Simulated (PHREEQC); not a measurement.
Solution (25 °C): 0.0019 mol CdCl2, 6.4e-05 mol H3BO3, 0.00014 mol H2SO4 and 0.002 mol Na2SO4 per kg of water. Closed to the air; pH follows from the charge balance.

Computed with PHREEQC (ion-association model, phreeqc.dat).

Precipitation was switched off in this run.

Problem. Order these Cl species by the share of Cl that they hold, largest first: Cl-, CdCl2, CdCl+.

Solution. Cl- (92 %), CdCl+ (7.6 %), CdCl2 (0.18 %)

Problem. Order these S species by the share of S that they hold, largest first: Cd(SO4)2-2, HSO4-, CdSO4, NaSO4-, SO4-2.

Solution. SO4-2 (83 %), CdSO4 (14 %), HSO4- (1.4 %), NaSO4- (1.1 %), Cd(SO4)2-2 (0.54 %)

The pH is 3.64 and the ionic strength 0.0102 mol/kgw.
